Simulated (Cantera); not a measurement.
Input (Python, Cantera) and output of one run.

```python
import numpy as np
import cantera as ct

gas_names = """
    C CH CH2 CH3 CH2OH CH3O CH4 CH3OH CO CO2 COOH C2 C2H CHCO,ketyl C2H2,acetylene C2H2,vinylidene
    CH2CO,ketene C2H3,vinyl CH3CO,acetyl C2H4 C2H4O,ethylen CH3CHO,ethanal CH3COOH (HCOOH)2 C2H5 C2H6
    CH3OCH3 C2H5OH C2O C3 C3H3,propargyl C3H4,allene C3H4,propyne C3H4,cyclo- C3H5,allyl C3H6,propylene
    C3H6,cyclo- C3H6O C3H7,n-propyl C3H7,i-propyl C3H8 C3H8O,1propanol C3H8O,2propanol C3O2 C4 C4H2
    C4H4,1,3-cyclo- C4H6,butadiene C4H6,2-butyne C4H6,cyclo- C4H8,1-butene C4H8,cis2-buten
    C4H8,tr2-butene C4H8,isobutene C4H8,cyclo- (CH3COOH)2 C4H9,n-butyl C4H9,i-butyl C4H9,s-butyl
    C4H9,t-butyl C4H10,isobutane C4H10,n-butane C5 C5H6,1,3cyclo- C5H8,cyclo- C5H10,1-pentene
    C5H10,cyclo- C5H11,pentyl C5H11,t-pentyl C5H12,n-pentane C5H12,i-pentane CH3C(CH3)2CH3 C6H2
    C6H5,phenyl C6H5O,phenoxy C6H6 C6H5OH,phenol C6H10,cyclo- C6H12,1-hexene C6H12,cyclo- C6H13,n-hexyl
    C7H7,benzyl C7H8 C7H8O,cresol C7H14,1-heptene C7H15,n-heptyl C7H16,n-heptane C8H8,styrene
    C8H10,ethylbenz C8H16,1-octene C8H17,n-octyl C8H18,isooctane C8H18,n-octane C9H19,n-nonyl
    C10H8,naphthale C10H21,n-decyl C12H9,o-bipheny C12H10,bipheny H HCO HO2 H2 HCHO,formaldehy HCOOH H2O
    H2O2 O OH O2 O3
""".split()
cond_names = """
    C(gr) C6H6(L) C7H8(L) C8H18(L),n-octa H2O(s) H2O(L)
""".split()


def load(file, names, dense=False):
    # The tables refer to 1 bar. Condensed volumes are neglected.
    table = {s.name: s for s in ct.Species.list_from_file(file)}
    out = []
    for n in names:
        d = dict(table[n].input_data)
        d["thermo"] = dict(d["thermo"], **{"reference-pressure": 1e5})
        if dense:
            d["equation-of-state"] = {"model": "constant-volume", "density": "1e6 g/cm^3"}
        out.append(ct.Species.from_dict(d))
    return out


gas = ct.Solution(thermo="ideal-gas", species=load("nasa_gas.yaml", gas_names))
cond = {s.name: ct.Solution(thermo="fixed-stoichiometry", species=[s], name=s.name)
        for s in load("nasa_condensed.yaml", cond_names, dense=True)}
atoms = {
    'C2H2': {'C': 2, 'H': 2},
    'CO2': {'C': 1, 'O': 2},
}
top_T = {'C(gr)': 4500}  # K; cautious upper limits of use, not melting points


def equilibrate(T, P, feed):
    n = {}
    for name, mol in feed.items():
        for a, k in atoms[name].items():
            n[a] = n.get(a, 0.0) + k * mol
    gas.TPX = T, P, n
    mass = sum(n.values()) * gas.mean_molecular_weight
    gas.equilibrate("TP")
    valid = [c for c in cond.values() if c.min_temp <= T <= top_T.get(c.name, c.max_temp)]
    mix = ct.Mixture([(gas, mass / gas.mean_molecular_weight)] + [(c, 0.0) for c in valid])
    mix.T, mix.P = T, P
    mix.equilibrate("TP", solver="vcs", rtol=1e-11, max_steps=5000)
    return mix


results = []
feed = {'C2H2': 1, 'CO2': 4.2}  # mol
P = 133.322  # Pa
for T in [575, 625, 675, 725, 775, 825, 875, 925, 975, 1025, 1075, 1125, 1175, 1225]:
    mix = equilibrate(T, P, feed)
    results.append((T, P, feed, dict(zip(mix.species_names, mix.species_moles))))

top = {s: max(r[3][s] / sum(r[3][g] for g in gas_names) for r in results) for s in gas_names}
cols = sorted((s for s in top if top[s] > 0.0001), key=lambda s: -top[s])[:7]
seen = [c for c in cond_names if any(r[3].get(c, 0) > 1e-12 for r in results)]
print("log10 of partial pressures in bar; condensed amounts in mol")
print(f"{'T/K':>10s}" + "".join(f"{s[:9]:>10s}" for s in cols + seen))
for T, P, feed, n in results:
    ng = sum(n[g] for g in gas_names)
    print(f"{T:10.4g}" + "".join(f"{np.log10(max(n[s] / ng * P / 1e5, 1e-99)):10.3f}" for s in cols)
          + "".join(f"{n.get(c, 0):10.4g}" for c in seen))
```

Result:

```
log10 of partial pressures in bar; condensed amounts in mol
       T/K       CO2        CO        H2       H2O       CH4     C(gr)
       575    -2.980    -4.699    -3.943    -3.823    -5.598     2.232
       625    -3.003    -4.080    -3.791    -4.030    -5.897     2.014
       675    -3.078    -3.581    -3.731    -4.307    -6.298     1.546
       725    -3.277    -3.219    -3.747    -4.682    -6.783    0.5423
       775    -3.409    -3.120    -3.775    -4.766    -7.713         0
       825    -3.415    -3.117    -3.790    -4.640    -8.788         0
       875    -3.422    -3.114    -3.807    -4.536    -9.747         0
       925    -3.430    -3.110    -3.825    -4.450   -10.606         0
       975    -3.437    -3.106    -3.844    -4.378   -11.382         0
      1025    -3.445    -3.103    -3.863    -4.318   -12.085         0
      1075    -3.452    -3.100    -3.883    -4.266   -12.725         0
      1125    -3.459    -3.097    -3.902    -4.223   -13.311         0
      1175    -3.466    -3.094    -3.921    -4.186   -13.849         0
      1225    -3.472    -3.091    -3.939    -4.154   -14.344         0
```

Equilibrium computed with Cantera from the NASA thermochemical tables; the gas is ideal and each condensed phase is pure.
